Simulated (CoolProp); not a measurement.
The fluid at 298.15 K and 2.8 MPa flows at 13 m/s in a round tube of 4.6 mm bore and 0.25 µm roughness, fully developed (64/Re and Nu = 3.66 if laminar; Colebrook and Gnielinski if turbulent). The same conditions are run with several fluids, on thermodynamics alone (safety and materials aside).

The numbers come from the reference Helmholtz-energy equation of state of each fluid (R141b: Lemmon 2006; R245fa: Akasaka 2015; o-xylene: Zhou 2012; R404A: Lemmon 2003; ammonia: Gao 2020) in CoolProp. Blends and air are pseudo-pure fits.

Problem. Rank R141b, R245fa, o-xylene, R404A, ammonia by Reynolds number, highest first.

Solution. R404A (479000), ammonia (271000), R245fa (196000), R141b (176000), o-xylene (67800)

```tsv
fluid	Darcy friction factor	pressure drop (Pa/m)	heat-transfer coefficient (W/(m² K))	mass flow (kg/h)
R141b	0.0164	374000	17500	964
R245fa	0.0161	399000	20300	1050
o-xylene	0.0198	319000	14500	683
R404A	0.0140	272000	23400	825
ammonia	0.0153	169000	64300	470
```

Transport values come from each fluid's own correlations; those of R141b, R245fa are estimates that may be off by 10 % or more.
